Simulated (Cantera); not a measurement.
Input: 1 mol HF, a varied amount of SO2, 1.3 mol H2, held at 2225 K and 100 Torr.

Method: chemical equilibrium by Gibbs-energy minimisation in Cantera with the NASA 1993 tables (ideal gas, pure condensed phases). Candidate condensed phases: H2O, H2SO4, S; 43 gas species. Rates play no part.

Task: At 0.069 mol SO2, list the 7 most abundant gas species with their mole fractions, and the condensed phases.

Result: H2 0.483, HF 0.426, H2O 0.0564, H 0.0123, S2 0.00676, SH 0.00639, H2S 0.00493. Condensed: gas only.
